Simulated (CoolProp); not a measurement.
Model: reference Helmholtz-energy equation of state, Setzmann 1991, in CoolProp.

Q: Give the vapour pressure (MPa), vapour density (kg/m³), enthalpy of vaporisation (kJ/kg), liquid cp (kJ/(kg K)) of saturated methane at 115.4, 120.1, 134.3 K.

A: 
| T (K) | p (MPa) | vapour density (kg/m³) | enthalpy of vaporisation (kJ/kg) | liquid cp (kJ/(kg K)) |
|---|---|---|---|---|
| 115.4 | 0.136 | 2.39 | 504 | 3.51 |
| 120.1 | 0.193 | 3.28 | 494 | 3.55 |
| 134.3 | 0.472 | 7.57 | 461 | 3.72 |
